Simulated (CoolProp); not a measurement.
Toluene at several states: fugacity coefficient from the reference equation and from simpler models built on Tc = 318.6 °C, pc = 41.26 bar, ω = 0.266; each cubic takes its own stable root.

Values from CoolProp's reference Helmholtz-energy equation of state, Lemmon 2006. It is a short technical equation, of lower accuracy than the large ones.

| T (°C) | p (bar) | phase | reference | Redlich-Kwong | Soave-Redlich-Kwong |
|---|---|---|---|---|---|
| 321.15 | 10.8 | gas | ? | ? | ? |
| 342.45 | 128 | supercritical | ? | ? | ? |
| -88.65 | 0.539 | liquid | ? | ? | 2.426e-6 |

Problem. Fill in the missing entries.

Solution. 
- 321.15, reference: 0.9069
- 321.15, Redlich-Kwong: 0.9133
- 321.15, Soave-Redlich-Kwong: 0.9135
- 342.45, reference: 0.3387
- 342.45, Redlich-Kwong: 0.3618
- 342.45, Soave-Redlich-Kwong: 0.3730
- -88.65, reference: 2.146e-6
- -88.65, Redlich-Kwong: 1.090e-5
